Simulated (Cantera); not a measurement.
A Cantera script and its output.

```python
import numpy as np
import cantera as ct

gas = ct.Solution("gri30.yaml")
gas.TPX = 1150, 2400, {'H2': 0.013, 'O2': 1}
reactor = ct.IdealGasConstPressureReactor(gas, energy="off", clone=False)
net = ct.ReactorNet([reactor])
net.rtol, net.atol = 1e-08, 1e-18
show = ['H2', 'O2', 'OH', 'O', 'H2O']
times = np.geomspace(0.0002, 30, 13)

steps = ct.SolutionArray(gas, extra=["t"])
rows = []
print(f"{'t/s':>10s}{'T/K':>9s}{'P/Pa':>11s}" + "".join(f"{s:>11s}" for s in show))
for t in times:
    while net.time < t:
        t_next = net.step()
        steps.append(gas.state, t=t_next)
    rows.append([np.interp(t, steps.t, y) for y in (steps.T, steps.P, *steps(*show).X.T)])
    print(f"{t:10.3e}{rows[-1][0]:9.1f}{rows[-1][1]:11.4g}" + "".join(f"{x:11.3e}" for x in rows[-1][2:]))
rate = np.gradient(steps.T, steps.t)
print("integrator steps:", len(steps.t))
if steps.T.max() > steps.T[0] + 200:
    print(f"time of steepest temperature rise: {steps.t[rate.argmax()]:.4e} s")
gas.TPX = 1150, 2400, {'H2': 0.013, 'O2': 1}
gas.equilibrate("TP")
print(f"equilibrium (TP): T = {gas.T:.1f} K  " + "  ".join(f"{s} {gas[s].X[0]:.3e}" for s in show))
```

Output:

```
       t/s      T/K       P/Pa         H2         O2         OH          O        H2O
 2.000e-04   1150.0       2400  1.283e-02  9.872e-01  1.446e-09  1.801e-09  7.690e-10
 5.400e-04   1150.0       2400  1.283e-02  9.872e-01  8.320e-09  1.207e-08  1.006e-08
 1.458e-03   1150.0       2400  1.283e-02  9.872e-01  2.688e-07  4.120e-07  4.673e-07
 3.936e-03   1150.0       2400  9.512e-03  9.843e-01  1.136e-03  2.098e-03  2.551e-03
 1.063e-02   1150.0       2400  6.717e-05  9.778e-01  7.902e-04  8.673e-03  1.209e-02
 2.869e-02   1150.0       2400  4.085e-05  9.812e-01  6.234e-04  5.484e-03  1.237e-02
 7.746e-02   1150.0       2400  1.661e-05  9.846e-01  3.986e-04  2.219e-03  1.264e-02
 2.091e-01   1150.0       2400  4.118e-06  9.864e-01  2.003e-04  5.557e-04  1.280e-02
 5.646e-01   1150.0       2400  7.633e-07  9.869e-01  8.746e-05  1.050e-04  1.287e-02
 1.524e+00   1150.0       2400  1.373e-07  9.870e-01  3.760e-05  1.925e-05  1.290e-02
 4.116e+00   1150.0       2400  2.822e-08  9.871e-01  1.723e-05  4.029e-06  1.291e-02
 1.111e+01   1150.0       2400  6.939e-09  9.871e-01  8.609e-06  1.005e-06  1.291e-02
 3.000e+01   1150.0       2400  2.003e-09  9.871e-01  4.649e-06  2.933e-07  1.291e-02
integrator steps: 1716
equilibrium (TP): T = 1150.0 K  H2 3.629e-10  O2 9.871e-01  OH 1.987e-06  O 5.365e-08  H2O 1.292e-02
```

Detailed kinetics in Cantera: GRI-Mech 3.0 (53 species, 325 reactions). Radical loss at walls, strong at low pressure, is not modelled.
